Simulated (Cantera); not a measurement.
A freely propagating, adiabatic, planar premixed flame of H₂ : O₂ : N₂ = 1 : 0.185 : 0.778 (molar parts), equivalence ratio 2.7, unburnt at 625 K and 0.987 atm; mixture-averaged transport, grid criteria slope 0.08 and curve 0.16, no radiation.

Computed with Cantera and the H2/O2 subset of GRI-Mech 3.0, which has no nitrogen chemistry. Burning velocities carry a grid error of a few per cent, more on coarse grids.

What does this change do: H2 1 to 0.76 parts?


| quantity | before | after |
|---|---|---|
| laminar burning velocity | 830 cm/s | 893 cm/s |
| thermal thickness | 0.497 mm | 0.470 mm |
| peak x(H₂O₂) | 5.13e-6 | 6.48e-6 |
| peak x(H) | 0.0770 | 0.0890 |
| peak x(OH) | 0.00183 | 0.00444 |

What does this change do: inlet temperature 625 to 475 K?


```tsv
quantity	before	after
laminar burning velocity	830 cm/s	494 cm/s
thermal thickness	0.497 mm	0.440 mm
peak x(H₂O₂)	5.13e-6	2.20e-5
peak x(H)	0.0770	0.0624
peak x(OH)	0.00183	0.00135
```

What does this change do: H2 1 to 1.3 parts?


```
quantity                    before     after
------------------------  --------  --------
laminar burning velocity  830 cm/s  713 cm/s
thermal thickness         0.497 mm  0.535 mm
peak x(H₂O₂)               5.13e-6   4.64e-6
peak x(H)                   0.0770    0.0606
peak x(OH)                 0.00183  0.000889
```
